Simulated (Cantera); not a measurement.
An adiabatic, constant-volume homogeneous reactor starts with CH4 : C2H6 : C3H8 : O2 : N2 : CO2 = 1 : 0.21 : 0.077 : 3.18 : 12 : 0.97 (molar parts), at 1775 K and 3750 Torr. Integrator tolerance rtol = 1e-08.

Detailed kinetics in Cantera: GRI-Mech 3.0 (53 species, 325 reactions). Above 3000 K some thermodynamic fits are extrapolated.

| quantity | before | after |
|---|---|---|
| time of steepest temperature rise | 7.20 µs | 0.976 ms |
| temperature at 0.200 s | 3021 K | 2830 K |
| equilibrium temperature | 3021 K | 2830 K |
| x(CH4) at 0.200 s | <1e-12 (gas-phase equilibrium <1e-12) | <1e-12 (gas-phase equilibrium <1e-12) |
| x(C2H6) at 0.200 s | <1e-12 (gas-phase equilibrium <1e-12) | <1e-12 (gas-phase equilibrium <1e-12) |
| x(C3H8) at 0.200 s | <1e-12 (gas-phase equilibrium <1e-12) | <1e-12 (gas-phase equilibrium <1e-12) |
| x(H) at 0.200 s | 0.00649 (gas-phase equilibrium 0.00649) | 0.00230 (gas-phase equilibrium 0.00230) |
| x(C2H) at 0.200 s | <1e-12 (gas-phase equilibrium <1e-12) | <1e-12 (gas-phase equilibrium <1e-12) |

**Question.** Name the change that produced these shifts.
A. pressure from 3750 Torr to 203 Torr
B. initial temperature 1775 to 1200 K
C. initial temperature 1775 to 1423 K
D. pressure from 3750 Torr to 760 Torr

**Answer.** B, initial temperature 1775 to 1200 K
